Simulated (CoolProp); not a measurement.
Vapour-liquid equilibrium of 1-butene (1) + acetone (2) at 652 kPa; x and y are mole fractions of (1).

Model: multi-fluid Helmholtz-energy mixture model, Lemmon 2005 and Lemmon 2006; pair parameters Bell 2016, in CoolProp.

```tsv
x	bubble temperature (°C)	y at the bubble point	dew temperature at overall composition x (°C)	liquid density (mol/L)
0.05	111.5	0.247	121.1	11.47
0.15	92.8	0.553	116.4	11.51
0.25	80.6	0.701	111.3	11.41
0.35	72.9	0.778	105.9	11.22
0.45	67.9	0.824	99.8	10.99
0.55	64.4	0.855	93.0	10.73
0.65	61.7	0.881	85.2	10.49
0.75	59.3	0.906	75.9	10.25
0.85	57.0	0.936	64.9	10.05
0.95	54.7	0.975	56.1	9.878
```

No azeotrope shows between x = 0.05 and 0.95.

Pair parameters are fitted to limited data, so mixtures are less certain than the pure fluids.
